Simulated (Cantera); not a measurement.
An adiabatic, constant-volume homogeneous reactor starts with H2 : O2 : N2 = 1 : 0.333 : 3.17 (molar parts), equivalence ratio 1.5, at 1575 K and 210000 Pa.

Model: the H2/O2 subset of GRI-Mech 3.0, which has no nitrogen chemistry, integrated in Cantera. The hydrogen kinetics of GRI-Mech 3.0 are dated; newer H2 mechanisms differ, most at raised pressure.

One state of this run: T (K) = 2731; P (bar) = 3.40; x H2 = 0.0781; x O2 = 0.000312; x OH = 0.00501; x H = 0.00976; x H2O2 = 5.52e-8. x: mole fraction; the columns are a selection and need not sum to one.

Which value of t (s) does it belong to?
A) 4.43e-6
B) 9.80e-6
C) 0.0612
D) 4.80e-5

C, 0.0612
